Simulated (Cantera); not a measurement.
A closed system holds: 1 mol BaF2, 0.35 mol O2, 10 mol H2, held at 2123.15 K and 1.00 Pa.

Cantera equilibrium calculation (NASA polynomials, part measured and part estimated; ideal gas, pure solids and liquids). Candidate condensed phases: Ba, BaF2, BaO, Ba(OH)2, H2O; 27 gas species. Kinetics and transport are ignored.

Base state: H 0.576, H2 0.257, HF 0.0642, BaF 0.0418, H2O 0.0240, Ba 0.0109, O 0.0105, BaF2 0.00744 (mole fractions); condensed: gas only.

Question: What changes in the equilibrium state with this change: 0.11 mol NH3 added?

Answer: 
| species | before | after |
|---|---|---|
| H | 0.576 | 0.576 |
| H2 | 0.257 | 0.257 |
| HF | 0.0642 | 0.0633 |
| N2 | 0 | 0.00325 |
| BaF | 0.0418 | 0.0410 |
| H2O | 0.0240 | 0.0235 |
| O | 0.0105 | 0.0103 |
| Ba | 0.0109 | 0.0108 |
| NO | 0 | 2.96e-5 |
| O2 | 0.000417 | 0.000402 |
| BaF2 | 0.00744 | 0.00719 |
| BaOH | 0.000368 | 0.000359 |

Question: What changes in the equilibrium state with this change: O2 from 0.35 to 0.048 mol?

Answer: 
| species | before | after |
|---|---|---|
| H | 0.576 | 0.595 |
| H2 | 0.257 | 0.274 |
| HF | 0.0642 | 0.0646 |
| H2O | 0.0240 | 0.00343 |
| O | 0.0105 | 0.00142 |
| Ba | 0.0109 | 0.0112 |
| BaF | 0.0418 | 0.0422 |
| O2 | 0.000417 | 7.53e-6 |
| OH | 0.00664 | 0.000920 |

Question: What changes in the equilibrium state with this change: O2 from 0.35 to 0.043 mol?

Answer: 
```tsv
species	before	after
H	0.576	0.595
H2	0.257	0.274
HF	0.0642	0.0646
H2O	0.0240	0.00308
O	0.0105	0.00127
Ba	0.0109	0.0112
BaF	0.0418	0.0422
O2	0.000417	6.04e-6
OH	0.00664	0.000824
BaOH	0.000368	4.72e-5
F	9.47e-5	9.23e-5
```
